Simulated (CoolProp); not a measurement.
The fluid at 707.7 K and 0.172 MPa flows at 1.2 m/s in a round tube of 10 mm bore and 15 µm roughness, fully developed (64/Re and Nu = 3.66 if laminar; Colebrook and Gnielinski if turbulent). The same conditions are run with several fluids, on thermodynamics alone (safety and materials aside).

The numbers come from the reference Helmholtz-energy equation of state of each fluid (carbon dioxide: Span 1996; dry air: Lemmon 2000; nitrogen: Span 2000; normal hydrogen: Leachman 2009; oxygen: Schmidt 1985) in CoolProp. Blends and air are pseudo-pure fits.

```json
[
 {"fluid": "carbon dioxide", "Reynolds number": "485", "Darcy friction factor": "___", "pressure drop (Pa/m)": "___", "heat-transfer coefficient (W/(m² K))": "18.1", "mass flow (kg/h)": "0.436"},
 {"fluid": "dry air", "Reynolds number": "295", "Darcy friction factor": "0.217", "pressure drop (Pa/m)": "13.2", "heat-transfer coefficient (W/(m² K))": "19.1", "mass flow (kg/h)": "0.287"},
 {"fluid": "nitrogen", "Reynolds number": "297", "Darcy friction factor": "0.216", "pressure drop (Pa/m)": "12.7", "heat-transfer coefficient (W/(m² K))": "___", "mass flow (kg/h)": "0.278"},
 {"fluid": "normal hydrogen", "Reynolds number": "___", "Darcy friction factor": "1.47", "pressure drop (Pa/m)": "6.24", "heat-transfer coefficient (W/(m² K))": "128", "mass flow (kg/h)": "0.0200"},
 {"fluid": "oxygen", "Reynolds number": "___", "Darcy friction factor": "___", "pressure drop (Pa/m)": "15.0", "heat-transfer coefficient (W/(m² K))": "19.9", "mass flow (kg/h)": "___"}
]
```

### Question
Complete the blanks.

### Answer

- carbon dioxide, Darcy friction factor: 0.132
- carbon dioxide, pressure drop (Pa/m): 12.2
- nitrogen, heat-transfer coefficient (W/(m² K)): 18.6
- normal hydrogen, Reynolds number: 43.5
- oxygen, Reynolds number: 288
- oxygen, Darcy friction factor: 0.222
- oxygen, mass flow (kg/h): 0.317

Above 300 K oxygen's equation is extrapolated.

Transport values come from each fluid's own correlations.
